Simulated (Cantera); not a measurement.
Standard-state values (1 bar) from the NASA 1993 polynomials, evaluated with Cantera. Values are per mole of reaction as written; species without (g) are pure solids or liquids, kept so even where they would boil at 1 bar.

BaO + F₂(g) = BaF₂ + O(g)

| T (K) | ΔH° (kJ) | ΔS° (J/K) | ΔG° (kJ) | log10 K | condensed phases |
|---|---|---|---|---|---|
| 1473 | -379.8 | 17.4 | -405.4 | 14.38 | BaO(s), BaF₂(s) |
| 1623 | -372.8 | 22.0 | -408.5 | 13.15 | BaO(s), BaF₂(s) |
| 1773 | -346.3 | 38.1 | -413.8 | 12.19 | BaO(s), BaF₂(l) |
| 1923 | -343.6 | 39.6 | -419.7 | 11.40 | BaO(s), BaF₂(l) |
| 2073 | (withheld) | (withheld) | (withheld) | (withheld) | BaO(s), BaF₂(l) |
| 2223 | -338.5 | 42.0 | -431.9 | 10.15 | BaO(s), BaF₂(l) |
| 2373 | -394.8 | 17.4 | -436.1 | 9.60 | BaO(l), BaF₂(l) |
| 2523 | -392.5 | 18.3 | -438.8 | 9.08 | BaO(l), BaF₂(l) |
| 2673 | -390.2 | 19.2 | -441.6 | 8.63 | BaO(l), BaF₂(l) |
| 2823 | (withheld) | (withheld) | (withheld) | (withheld) | BaO(l), BaF₂(l) |

Q: Complete the blanks.

A: 
- 2073, ΔH° (kJ): -340.9
- 2073, ΔS° (J/K): 40.9
- 2073, ΔG° (kJ): -425.7
- 2073, log10 K: 10.73
- 2823, ΔH° (kJ): -387.9
- 2823, ΔS° (J/K): 20.1
- 2823, ΔG° (kJ): -444.5
- 2823, log10 K: 8.23
